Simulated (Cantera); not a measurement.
A Cantera script and its output.

```python
import numpy as np
import cantera as ct

gas = ct.Solution("gri30.yaml")
gas.TP = 300, 32000
flame = ct.CounterflowDiffusionFlame(gas, width=0.02)
flame.fuel_inlet.X, flame.fuel_inlet.T = {'CH4': 1, 'N2': 0.37}, 325
flame.oxidizer_inlet.X, flame.oxidizer_inlet.T = {'O2': 0.19, 'N2': 0.81}, 325
flame.set_refine_criteria(ratio=3, slope=0.12, curve=0.24, prune=0.03)
show = ['OH', 'H', 'NO', 'CO', 'C2H2']

rows = []
print(f"{'mdot':>8s}{'a_max':>10s}{'a_mean':>10s}{'Tmax/K':>9s}" + "".join(f"{s:>11s}" for s in show) + "   (peak mole fractions)")
for i, mdot in enumerate([0.08, 0.11, 0.16, 0.23, 0.32, 0.46, 0.65, 0.92, 1.3, 1.8]):  # kg/m2/s on the oxidiser side
    flame.oxidizer_inlet.mdot, flame.fuel_inlet.mdot = mdot, 0.76 * mdot
    flame.solve(loglevel=0, auto=(i == 0))
    if flame.T.max() < max(325, 325) + 100:
        print(f"{mdot:8.3g}  no burning solution found from the previous one")
        break
    dT = np.abs(np.gradient(flame.T, flame.grid))
    rows.append([flame.strain_rate("max"), flame.strain_rate("mean"), flame.T.max(),
                 *(flame.X[gas.species_index(s)].max() for s in show), max(dT[0], dT[-1]) / dT.max()])
    print(f"{mdot:8.3g}{rows[-1][0]:10.1f}{rows[-1][1]:10.1f}{rows[-1][2]:9.1f}" + "".join(f"{x:11.3e}" for x in rows[-1][3:-1]))
```

It prints:

```
    mdot     a_max    a_mean   Tmax/K         OH          H         NO         CO       C2H2   (peak mole fractions)
    0.08     138.6      25.1   1817.4  4.614e-03  4.625e-03  8.488e-05  4.085e-02  5.869e-03
    0.11     181.0      34.5   1794.0  4.315e-03  4.571e-03  6.465e-05  4.123e-02  5.160e-03
    0.16     249.8      50.1   1764.9  3.921e-03  4.396e-03  4.279e-05  4.215e-02  4.194e-03
    0.23     341.0      72.0   1717.3  3.272e-03  3.845e-03  2.132e-05  4.324e-02  2.799e-03
    0.32  no burning solution found from the previous one
```

Detailed kinetics in Cantera: GRI-Mech 3.0 (53 species, 325 reactions). GRI-Mech 3.0 has no aromatics or soot, which form on the fuel side of real flames. The maximum strain rate includes the flame's own expansion and is several times the mean. A flux with no burning solution from the previous one only brackets extinction.
